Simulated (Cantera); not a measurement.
Charge: 1 mol SiO2, 0.071 mol C, 3.6 mol N2, equilibrated at 1900 K and 1 atm.

Method: chemical equilibrium by Gibbs-energy minimisation in Cantera with the NASA 1993 tables (ideal gas, pure condensed phases). Candidate condensed phases: C, Si, SiC, SiO2, Si2N2O, Si3N4; 34 gas species. Mutual solubility and eutectic melting of coexisting phases are not modelled. The tables hold silica as quartz up to 1696 K and as liquid above; real silica turns to tridymite and cristobalite and melts near 1996 K. Kinetics and transport are ignored.

Base state: N2 0.971, CO 0.0192, SiO 0.00963 (mole fractions); condensed: SiO2(condensed) + Si2N2O(s).

### Question
What changes in the equilibrium state with this change: C from 0.071 to 0.0086 mol?

### Answer
```tsv
species	before	after
N2	0.971	0.995
SiO	0.00963	0.00238
CO	0.0192	0.00237
SiO2(condensed), mol	0.941	0.991
Si2N2O(s), mol	0.0118	0
```
